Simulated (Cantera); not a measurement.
A jet of 2.29 % CH₄, 18.9 % O₂, 78.8 % N₂, equivalence ratio 0.24 at 300 K and 26.3 Torr hits a platinum plate 3.7 cm away at a mass flux of 0.021 kg/m²/s; the plate temperature is set and raised in steps from an oxygen-covered start.

Computed with Cantera and Deutschmann's 1995 Pt surface mechanism with GRI-Mech 3.0 gas chemistry. Catalytic surfaces can have several steady states; this one follows from the mechanism file's or the stated starting coverage.

One state of this run: wall x CH₄ = 0.0170; wall x O₂ = 0.177; wall x H₂O = 0.0112; wall x OH = 3.27e-8; wall x CO = 6.82e-6; wall x CO₂ = 0.00730; θ free Pt = 0.223; θ O* = 0.776. x: mole fraction at the wall; θ: surface coverage.

### Question
Which value of plate T (K) does it belong to?
A. 900
B. 1100
C. 950
D. 850

### Answer
A, 900
